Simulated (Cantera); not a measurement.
A closed system holds: 1 mol Ti, a varied amount of O₂, 2.4 mol H₂, held at 1000 °C and 75.0 Torr.

These are equilibrium values from Cantera (NASA tables, ideal gas, pure condensed phases), not measurements of a reactor. Candidate condensed phases: H₂O, Ti, TiO, TiO₂, Ti₂O₃, Ti₃O₅, Ti₄O₇; 12 gas species. Mutual solubility and eutectic melting of coexisting phases are not modelled. TiO: taken at fixed stoichiometry. Condensed phases not in the tables: Magnéli phases beyond Ti₄O₇, N, O or C dissolved in the metal. Gases not in the tables: TiO(OH)₂. The numbers say what is thermodynamically allowed, not how fast it happens.

log p: log10 of the partial pressure in bar; n: condensed amount in mol.

```csv
n(O₂) (mol),log p H₂,log p H₂O,log p H,log p OH,n Ti(β),n TiO(s),n Ti₂O₃(s),n Ti₃O₅(s),n TiO₂(rutile),n Ti₄O₇(s)
0.14,-1.00,-11.01,-6.65,<-13,0.720,0.280,0,0,0,0
0.18,-1.00,-11.01,-6.65,<-13,0.640,0.360,0,0,0,0
0.23,-1.00,-11.01,-6.65,<-13,0.540,0.460,0,0,0,0
0.29,-1.00,-11.01,-6.65,<-13,?,?,0,0,0,0
0.37,-1.00,-11.01,-6.65,<-13,0.260,0.740,0,0,0,0
0.47,-1.00,-11.01,-6.65,<-13,?,?,0,0,0,0
0.61,-1.00,-7.22,-6.65,<-13,0,0.560,0.220,0,0,0
0.78,-1.00,-5.20,-6.65,-12.78,0,0,0.320,0.120,0,0
0.99,-1.00,-3.64,-6.65,-11.22,0,0,0,0,0.898,0.0255
1.3,-1.12,-1.60,-6.71,-9.12,0,0,0,0,1.00,0
1.6,-1.30,-1.30,-6.80,-8.74,0,0,0,0,1.00,0
2.1,-2.08,-1.04,-7.19,-8.08,0,0,0,0,1.00,0
```

Problem. Fill in the missing entries.

Solution. 
- 0.29, n Ti(β): 0.420
- 0.29, n TiO(s): 0.580
- 0.47, n Ti(β): 0.0600
- 0.47, n TiO(s): 0.940
